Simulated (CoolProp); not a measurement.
Propylene glycol along the isotherm 568 K: Z from the reference equation and from simpler models built on Tc = 674.0 K, pc = 7.292 MPa, ω = 0.327; each cubic takes its own stable root.

Values from CoolProp's reference Helmholtz-energy equation of state, Eisenbach 2021.

| p (MPa) | phase | reference |
|---|---|---|
| 2.43 | liquid | 0.05119 |
| 4.86 | liquid | 0.1016 |
| 7.29 | liquid | 0.1512 |
| 9.72 | liquid | 0.2002 |
| 12.2 | liquid | 0.2496 |
| 14.6 | liquid | 0.2970 |
| 17 | liquid | 0.3438 |
| 19.4 | liquid | 0.3902 |
| 21.9 | liquid | 0.4382 |
| 24.3 | liquid | 0.4838 |
| 26.7 | liquid | 0.5291 |
| 29.2 | liquid | 0.5760 |
| 31.6 | liquid | 0.6207 |
| 34 | liquid | 0.6650 |
| 36.5 | liquid | 0.7110 |

**Question.** How far does each simpler model (van der Waals, Redlich-Kwong, Soave-Redlich-Kwong, Peng-Robinson) lie from the reference over these 15 states: mean and median of the absolute difference, and the worst?

**Answer.** 
- van der Waals: mean 142.3 %, median 43.6 %, worst +1508.7 % at 568 K and 2.43 MPa
- Redlich-Kwong: mean 100.4 %, median 6.0 %, worst +1417.3 % at 568 K and 2.43 MPa
- Soave-Redlich-Kwong: mean 2.7 %, median 2.3 %, worst +6.5 % at 568 K and 2.43 MPa
- Peng-Robinson: mean 8.8 %, median 9.1 %, worst -10.4 % at 568 K and 36.5 MPa

At some of these states van der Waals, Redlich-Kwong gives the other phase, because its saturation line lies elsewhere.
